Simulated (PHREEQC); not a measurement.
1 kg of water holding 0.032 mol MgCl2 and 0.022 mol NaCl is evaporated at 25 °C; the solids stay in contact with the brine. CO2 from the air is kept out. Solids allowed: Bischofite, Brucite, Halite, MgCl2_4H2O. Others were left out.

Computed with PHREEQC (Pitzer model, pitzer.dat).

| water left (kg) | ionic strength | water activity | Halite (mol) |
|---|---|---|---|
| 1 | 0.118 | 0.998 | 0 |
| 0.8219 | 0.144 | 0.997 | 0 |
| 0.6755 | 0.175 | 0.997 | 0 |
| 0.5552 | 0.213 | 0.996 | 0 |
| 0.4563 | 0.259 | 0.995 | 0 |
| 0.375 | 0.315 | 0.994 | 0 |
| 0.3082 | 0.383 | 0.993 | 0 |
| 0.2082 | 0.567 | 0.989 | 0 |
| 0.1711 | 0.690 | 0.987 | 0 |
| 0.1407 | 0.839 | 0.984 | 0 |
| 0.1156 | 1.02 | 0.980 | 0 |
| 0.09502 | 1.24 | 0.975 | 0 |
| 0.07809 | 1.51 | … | 0 |
| 0.06418 | 1.84 | 0.962 | 0 |
| 0.05275 | 2.24 | 0.952 | 0 |
| 0.04335 | 2.72 | 0.940 | 0 |
| 0.03564 | 3.31 | 0.923 | 0 |
| 0.0293 | 4.03 | 0.900 | 0 |
| 0.02407 | 4.90 | … | 0 |
| 0.01627 | 7.25 | 0.776 | 0 |
| 0.01337 | 8.82 | 0.705 | 0 |
| 0.01099 | 10.2 | 0.647 | 0.00615 |
| 0.00903 | 11.5 | 0.592 | 0.0143 |
| 0.007426 | … | 0.507 | 0.0190 |
| 0.006093 | 15.9 | 0.389 | 0.0211 |
| 0.004194 | 17.5 | 0.318 | 0.0217 |

Task: What belongs in the gaps?

Result: 
- 0.07809, water activity: 0.970
- 0.02407, water activity: 0.870
- 0.007426, ionic strength: 13.3

Complexes and solids missing from the database can't appear.
